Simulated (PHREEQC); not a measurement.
Synthetic water in mg/kgw, 90 °C, pH 6.63, pe -0.1: Na 0.0263; K 0.000987; Ca 0.00867; Mg 0.0233; Cl 0.00537; S(6) as SO4 0.0318; Alkalinity as HCO3 0.0852; Si as SiO2 7.88e-05.

Valence states are taken as typed.

Computed with PHREEQC (ion-association model, wateq4f.dat).

The ionic strength is 4.60e-6 mol/kgw and the charge-balance error comes out as 21.1 %.

| species | molality | activity | log γ |
|---|---|---|---|
| OH- | 1.59e-6 | 1.58e-6 | -0.001 |
| Na+ | 1.14e-6 | 1.14e-6 | -0.001 |
| Mg+2 | 9.56e-7 | 9.45e-7 | -0.005 |
| SO4-2 | 3.31e-7 | 3.27e-7 | -0.005 |
| H+ | 2.35e-7 | 2.34e-7 | -0.001 |
| Ca+2 | 2.16e-7 | 2.14e-7 | -0.005 |

No solid was allowed to form. Away from 25 °C the constants follow the database's enthalpies or fits; those with neither stay at their 25 °C values.
